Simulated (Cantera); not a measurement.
# Adiabatic ignition

An adiabatic, constant-volume homogeneous reactor starts with CH4 : O2 : N2 = 1 : 1.67 : 12.2 (molar parts), at 1525 K and 9.87 atm.

Detailed kinetics in Cantera: GRI-Mech 3.0 (53 species, 325 reactions).

```csv
t (s),T (K),P (bar),x CH4,x O2,x C2H2,x H2O2,x NO
6.00e-6,1525,10.00,0.0672,0.112,<1e-12,6.93e-8,<1e-12
2.73e-5,1525,10.0,0.0672,0.112,2.07e-10,1.57e-7,<1e-12
0.000124,1532,10.0,0.0657,0.111,1.65e-7,6.70e-7,4.05e-12
0.000565,2781,18.7,<1e-12,0.00107,<1e-12,1.92e-7,0.00190
0.00257,2777,18.7,<1e-12,0.00101,<1e-12,1.85e-7,0.00249
0.0117,2777,18.7,<1e-12,0.00101,<1e-12,1.85e-7,0.00249
0.0531,2777,18.7,<1e-12,0.00101,<1e-12,1.85e-7,0.00249
0.242,2777,18.7,<1e-12,0.00101,<1e-12,1.85e-7,0.00249
1.10,2777,18.7,<1e-12,0.00101,<1e-12,1.85e-7,0.00249
5.00,2777,18.7,<1e-12,0.00101,<1e-12,1.85e-7,0.00249
```
x: mole fraction; the columns are a selection and need not sum to one.

- time of steepest temperature rise: 0.286 ms
- temperature at 5.00 s: 2777 K
- equilibrium temperature: 2777 K
- x(CH4) at 5.00 s: <1e-12 (gas-phase equilibrium <1e-12)
- x(O2) at 5.00 s: 0.00101 (gas-phase equilibrium 0.00101)
- x(C2H2) at 5.00 s: <1e-12 (gas-phase equilibrium <1e-12)
